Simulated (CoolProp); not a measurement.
The fluid at 343.12 K and 2.48 MPa is throttled through a valve to 0.995 MPa with no heat exchange. The same conditions are run with several fluids, on thermodynamics alone (safety and materials aside).

The numbers come from the reference Helmholtz-energy equation of state of each fluid (R507A: Lemmon 2003; nitrogen: Span 2000; R410A: Lemmon 2003; R125: Lemmon 2005; CF4 (R14): Platzer 1990) in CoolProp. The equations of Platzer and Polt are older, rougher fits. Blends and air are pseudo-pure fits.

**Question.** Rank R507A, nitrogen, R410A, R125, CF4 (R14) by temperature change (K), highest first.

**Answer.** nitrogen (-2.2), CF4 (R14) (-5.9), R125 (-17.9), R507A (-21.0), R410A (-21.3)

```csv
fluid,final density (kg/m³)
R507A,42.4
nitrogen,9.82
R410A,30.1
R125,50.2
CF4 (R14),31.9
```
